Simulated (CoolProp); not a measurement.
R227EA at 293.15 K and 0.119 MPa flows at 0.1 m/s in a round tube of 100 mm bore and 15 µm roughness, fully developed (64/Re and Nu = 3.66 if laminar; Colebrook and Gnielinski if turbulent). Each further row changes one setting.

Values from CoolProp's reference Helmholtz-energy equation of state, Lemmon 2016.

```tsv
case	Reynolds number	Darcy friction factor	pressure drop (Pa/m)	heat-transfer coefficient (W/(m² K))	mass flow (kg/h)
as stated	7570	0.0335	___	3.04	24.3
velocity 0.2 m/s	15100	___	___	___	48.6
diameter 200 mm	15100	0.0279	0.00599	___	97.2
```

Task: Complete the blanks.

Result: 
- as stated, pressure drop (Pa/m): 0.0144
- velocity 0.2 m/s, Darcy friction factor: 0.0280
- velocity 0.2 m/s, pressure drop (Pa/m): 0.0482
- velocity 0.2 m/s, heat-transfer coefficient (W/(m² K)): 5.38
- diameter 200 mm, heat-transfer coefficient (W/(m² K)): 2.68

Viscosity comes from a separate model (Huber 2003), an estimate that may be off by 10 % or more. Thermal conductivity comes from a separate model (Huber 2003), an estimate that may be off by 10 % or more.
